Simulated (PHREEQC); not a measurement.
A made-up water analysis in mmol/kgw, 25 °C, pH 6.92, pe 11: Na 0.00606; K 0.00382; Ca 0.0204; Mg 0.000988; Cl 0.0273; S(6) 0.00721; Alkalinity (meq/kgw) 0.0103; Cu(2) 1.61e-05.

Valence states are taken as typed.

The numbers come from PHREEQC with the ion-association model, phreeqc.dat.

No solid was allowed to form.

### Question
Order these Cu species by the share of Cu that they hold, largest first: CuCO3, Cu+2, Cu(OH)2, CuOH+, CuHCO3+.

### Answer
Cu(OH)2 (56 %), Cu+2 (40 %), CuOH+ (3.2 %), CuCO3 (0.82 %), CuHCO3+ (0.20 %)

The pH is 6.92 and the ionic strength 8.10e-5 mol/kgw. The database's constant for dissolved Cu(OH)2 is higher than later reviews accept.
